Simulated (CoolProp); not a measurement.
Values from CoolProp's reference Helmholtz-energy equation of state, Lemmon 2003. It is a pseudo-pure fit of the blend.

Question: For R407C, give the phase and the speed of sound (m/s), Joule-Thomson coefficient (K/MPa), isothermal compressibility (1/MPa), expansivity (1/kK) at 30.15 °C and 203 bar; 30.15 °C and 434 bar; 30.15 °C and 463 bar.

Answer: 
- 30.15 °C and 203 bar: liquid; speed of sound 630, Joule-Thomson coefficient -0.157, isothermal compressibility 0.00314, expansivity 2.43
- 30.15 °C and 434 bar: liquid; speed of sound 763, Joule-Thomson coefficient -0.267, isothermal compressibility 0.00192, expansivity 1.81
- 30.15 °C and 463 bar: liquid; speed of sound 777, Joule-Thomson coefficient -0.275, isothermal compressibility 0.00184, expansivity 1.76
